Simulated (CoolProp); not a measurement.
Vapour-liquid equilibrium of R134a (1) + R142b (2) at 254.6 K; x and y are mole fractions of (1).

Computed with CoolProp (multi-fluid Helmholtz-energy mixture model, Tillner-Roth 1994 and Lemmon 2006; pair parameters Bell 2016).

```csv
x,"bubble pressure, mixture model (bar)","bubble pressure, Raoult's law (bar)","y, mixture model","y, Raoult's law"
0.05,0.7309,0.7167,0.113,0.099
0.125,0.8040,0.7717,0.254,0.229
0.2,0.8734,0.8266,0.367,0.342
0.275,0.9390,0.8815,0.462,0.441
0.35,1.001,0.9365,0.542,0.528
0.425,1.059,0.9914,0.611,0.606
0.5,1.114,1.046,0.672,0.675
0.575,1.165,1.101,0.728,0.738
0.65,1.214,1.156,0.779,0.794
0.725,1.260,1.211,0.827,0.846
0.8,1.304,1.266,0.874,0.893
0.875,1.346,1.321,0.920,0.936
0.95,1.387,1.376,0.968,0.975
```

The largest gap from Raoult's law is +6.9 % in bubble pressure, at x = 0.35. No azeotrope shows between x = 0.05 and 0.95.

Pair parameters are fitted to limited data, so mixtures are less certain than the pure fluids.
